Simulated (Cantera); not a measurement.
Standard-state values (1 bar) from the NASA 1993 polynomials, evaluated with Cantera. Values are per mole of reaction as written; species without (g) are pure solids or liquids, kept so even where they would boil at 1 bar.

AlF3(g) + NF3(g) ⇌ AlN + 3 F2(g)

```json
[
 {"T (K)": "1398", "ΔH° (kJ)": "1024.5", "ΔS° (J/K)": "94.5", "ΔG° (kJ)": "892.4", "log10 K": "-33.34"},
 {"T (K)": "1498", "ΔH° (kJ)": "1024.5", "ΔS° (J/K)": "94.5", "ΔG° (kJ)": "883.0", "log10 K": "-30.79"},
 {"T (K)": "1598", "ΔH° (kJ)": "1024.5", "ΔS° (J/K)": "94.5", "ΔG° (kJ)": "873.5", "log10 K": "-28.55"},
 {"T (K)": "1698", "ΔH° (kJ)": "___", "ΔS° (J/K)": "___", "ΔG° (kJ)": "___", "log10 K": "___"},
 {"T (K)": "1798", "ΔH° (kJ)": "1024.5", "ΔS° (J/K)": "94.5", "ΔG° (kJ)": "854.6", "log10 K": "-24.83"},
 {"T (K)": "1898", "ΔH° (kJ)": "1024.5", "ΔS° (J/K)": "94.5", "ΔG° (kJ)": "845.2", "log10 K": "-23.26"},
 {"T (K)": "1998", "ΔH° (kJ)": "___", "ΔS° (J/K)": "___", "ΔG° (kJ)": "___", "log10 K": "___"}
]
```

Problem. Some entries are withheld; supply them.

Solution. 
- 1698, ΔH° (kJ): 1024.5
- 1698, ΔS° (J/K): 94.5
- 1698, ΔG° (kJ): 864.1
- 1698, log10 K: -26.58
- 1998, ΔH° (kJ): 1024.5
- 1998, ΔS° (J/K): 94.5
- 1998, ΔG° (kJ): 835.7
- 1998, log10 K: -21.85
